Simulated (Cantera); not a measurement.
A freely propagating, adiabatic, planar premixed flame of 3.51 % CH4, 4.21 % C2H6, 0.281 % C3H8, 21.1 % O2, 59.0 % N2, 11.9 % H2O, equivalence ratio 1.1, unburnt at 425 K and 5.00 bar; multicomponent transport, grid criteria slope 0.08 and curve 0.16, no radiation.

Computed with Cantera and GRI-Mech 3.0 (53 species, 325 reactions). Burning velocities carry a grid error of a few per cent, more on coarse grids.

Problem. Predict: laminar burning velocity; thermal thickness; peak x(CH2); peak x(C2H2); peak x(C2H4).

Solution. 
```json
{
  "laminar_burning_velocity": "53.8 cm/s",
  "thermal_thickness": "0.0960 mm",
  "peak x(CH2)": "6.10e-5",
  "peak x(C2H2)": "0.00172",
  "peak x(C2H4)": "0.00636"
}
```
